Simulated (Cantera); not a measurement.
A Cantera script and what it prints.

```python
import numpy as np
import cantera as ct

gas_names = """
    CL CL2 H HCL H2 Si SiCL SiCL2 SiCL3 SiCL4 SiH SiHCL3 SiH2 SiH2CL2 SiH3 SiH3CL SiH4 Si2 Si3
""".split()
cond_names = """
    Si(cr) Si(L)
""".split()


# ... load() reads the species with a 1 bar reference pressure and builds the phases ...
atoms = {
    'SiH4': {'Si': 1, 'H': 4},
    'Cl2': {'CL': 2},
    'H2': {'H': 2},
}
top_T = {}  # K; cautious upper limits of use, not melting points


# ... equilibrate(T, P, feed) seeds the gas with the atoms and calls Mixture.equilibrate('TP', solver="vcs", rtol=1e-11, max_steps=5000) ...
results = []
feed = {'SiH4': 1, 'Cl2': 0.023, 'H2': 180}  # mol
P = 100000  # Pa
for T in [1100, 1150, 1200, 1250, 1300, 1350, 1400, 1450, 1500, 1550, 1600, 1650, 1700, 1750]:
    mix = equilibrate(T, P, feed)
    results.append((T, P, feed, dict(zip(mix.species_names, mix.species_moles))))
    x = sorted(zip(gas.X, gas.species_names), reverse=True)
    print(f"T = {T:g} K  P = {P:g} Pa  gas = {mix.phase_moles(0):.4g} mol")
    print("   x: " + "  ".join(f"{s} {v:.3e}" for v, s in x if v > 0.001))
    print("   condensed (mol): " + ("  ".join(f"{mix.phase(i).name} {mix.phase_moles(i):.4g}"
          for i in range(1, mix.n_phases) if mix.phase_moles(i) > 1e-12) or "none"))
```

Result:

```
T = 1100 K  P = 100000 Pa  gas = 182 mol
   x: H2 9.997e-01
   condensed (mol): Si(cr) 0.9997
T = 1150 K  P = 100000 Pa  gas = 182 mol
   x: H2 9.997e-01
   condensed (mol): Si(cr) 0.9997
T = 1200 K  P = 100000 Pa  gas = 182 mol
   x: H2 9.997e-01
   condensed (mol): Si(cr) 0.9998
T = 1250 K  P = 100000 Pa  gas = 182 mol
   x: H2 9.997e-01
   condensed (mol): Si(cr) 0.9998
T = 1300 K  P = 100000 Pa  gas = 182 mol
   x: H2 9.997e-01
   condensed (mol): Si(cr) 0.9998
T = 1350 K  P = 100000 Pa  gas = 182 mol
   x: H2 9.997e-01
   condensed (mol): Si(cr) 0.9997
T = 1400 K  P = 100000 Pa  gas = 182 mol
   x: H2 9.997e-01
   condensed (mol): Si(cr) 0.9997
T = 1450 K  P = 100000 Pa  gas = 182 mol
   x: H2 9.997e-01
   condensed (mol): Si(cr) 0.9996
T = 1500 K  P = 100000 Pa  gas = 182 mol
   x: H2 9.997e-01
   condensed (mol): Si(cr) 0.9995
T = 1550 K  P = 100000 Pa  gas = 182 mol
   x: H2 9.997e-01
   condensed (mol): Si(cr) 0.9992
T = 1600 K  P = 100000 Pa  gas = 182 mol
   x: H2 9.997e-01
   condensed (mol): Si(cr) 0.9988
T = 1650 K  P = 100000 Pa  gas = 182 mol
   x: H2 9.996e-01
   condensed (mol): Si(cr) 0.998
T = 1700 K  P = 100000 Pa  gas = 182 mol
   x: H2 9.996e-01
   condensed (mol): Si(L) 0.9968
T = 1750 K  P = 100000 Pa  gas = 182 mol
   x: H2 9.995e-01
   condensed (mol): Si(L) 0.9953
```

These are equilibrium values from Cantera (NASA tables, ideal gas, pure condensed phases), not measurements of a reactor. Gases not in the tables: Si2H6 and higher silanes.
